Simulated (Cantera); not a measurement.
## Dilute partial oxidation

A perfectly stirred reactor is fed with CH4 : O2 : N2 = 0.024 : 0.017 : 1 (molar parts), at 820000 Pa; it is held at 1225 K, and followed from long to short residence time.

Detailed kinetics in Cantera: GRI-Mech 3.0 (53 species, 325 reactions).

```
τ (s)     x CH4      x O2     x H2O   x C2H    x HO2     x CO2
-------  ------  --------  --------  ------  -------  --------
9.7      0.0110  0.000643    0.0159  <1e-12  7.61e-8   0.00456
2.5      0.0112   0.00143    0.0156  <1e-12  2.30e-7   0.00376
0.65     0.0118   0.00302    0.0143  <1e-12  6.42e-7   0.00276
0.17     0.0138   0.00649    0.0110  <1e-12  1.54e-6   0.00145
0.044    0.0226    0.0160  0.000354  <1e-12  4.26e-7   2.43e-6
0.011    0.0230    0.0163   2.22e-5  <1e-12  1.17e-7   1.23e-8
0.0029   0.0230    0.0163   3.56e-6  <1e-12  7.07e-8   1.08e-9
0.00075  0.0231    0.0163   5.02e-7  <1e-12  5.52e-8  7.60e-11
```
x: mole fraction; the columns are a selection and need not sum to one.
